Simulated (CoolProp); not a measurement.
The numbers come from the reference Helmholtz-energy equation of state, Lemmon 2003 in CoolProp. It is a pseudo-pure fit of the blend.

For R410A, give the phase and the Z, expansivity (1/kK) at 10.65 °C and 5050 kPa; 10.65 °C and 7870 kPa.


- 10.65 °C and 5050 kPa: liquid; Z 0.135, expansivity 3.49
- 10.65 °C and 7870 kPa: liquid; Z 0.208, expansivity 3.21
